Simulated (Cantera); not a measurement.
Cantera run, input and output.

```python
import numpy as np
import cantera as ct

gas = ct.Solution("gri30.yaml")
gas.TPX = 1600, 330000, {'CH4': 1, 'O2': 0.909, 'N2': 3.42}
reactor = ct.IdealGasConstPressureReactor(gas, energy="on", clone=False)
net = ct.ReactorNet([reactor])
net.rtol, net.atol = 1e-08, 1e-16
show = ['CH4', 'O2', 'CH2CO', 'C2H4', 'H']
times = np.geomspace(1e-06, 0.9, 10)

steps = ct.SolutionArray(gas, extra=["t"])
rows = []
print(f"{'t/s':>10s}{'T/K':>9s}{'P/Pa':>11s}" + "".join(f"{s:>11s}" for s in show))
for t in times:
    while net.time < t:
        t_next = net.step()
        steps.append(gas.state, t=t_next)
    rows.append([np.interp(t, steps.t, y) for y in (steps.T, steps.P, *steps(*show).X.T)])
    print(f"{t:10.3e}{rows[-1][0]:9.1f}{rows[-1][1]:11.4g}" + "".join(f"{x:11.3e}" for x in rows[-1][2:]))
rate = np.gradient(steps.T, steps.t)
print("integrator steps:", len(steps.t))
if steps.T.max() > steps.T[0] + 200:
    print(f"time of steepest temperature rise: {steps.t[rate.argmax()]:.4e} s")
gas.TPX = 1600, 330000, {'CH4': 1, 'O2': 0.909, 'N2': 3.42}
gas.equilibrate("HP")
print(f"equilibrium (HP): T = {gas.T:.1f} K  " + "  ".join(f"{s} {gas[s].X[0]:.3e}" for s in show))
```

Output:

```
       t/s      T/K       P/Pa        CH4         O2      CH2CO       C2H4          H
 1.000e-06   1600.0    3.3e+05  1.876e-01  1.706e-01  3.377e-17  3.218e-11  6.216e-08
 4.588e-06   1599.9    3.3e+05  1.876e-01  1.706e-01  1.156e-13  7.006e-09  7.584e-08
 2.105e-05   1599.8    3.3e+05  1.874e-01  1.705e-01  5.787e-10  1.522e-06  1.932e-07
 9.655e-05   1606.8    3.3e+05  1.845e-01  1.689e-01  1.253e-06  1.467e-04  1.196e-06
 4.429e-04   2516.5    3.3e+05  7.854e-05  3.348e-06  7.440e-07  1.009e-07  5.802e-03
 2.032e-03   2511.7    3.3e+05  3.224e-10  4.105e-06  5.593e-13  3.317e-16  6.470e-03
 9.322e-03   2512.6    3.3e+05  3.036e-10  4.145e-06  5.257e-13  3.101e-16  6.489e-03
 4.276e-02   2512.6    3.3e+05  3.028e-10  4.148e-06  5.244e-13  3.093e-16  6.490e-03
 1.962e-01   2512.6    3.3e+05  3.028e-10  4.148e-06  5.244e-13  3.093e-16  6.490e-03
 9.000e-01   2512.6    3.3e+05  3.028e-10  4.148e-06  5.244e-13  3.093e-16  6.490e-03
integrator steps: 1969
time of steepest temperature rise: 2.5606e-04 s
equilibrium (HP): T = 2512.6 K  CH4 3.411e-10  O2 4.148e-06  CH2CO 5.847e-13  C2H4 3.448e-16  H 6.490e-03
```

Detailed kinetics in Cantera: GRI-Mech 3.0 (53 species, 325 reactions).
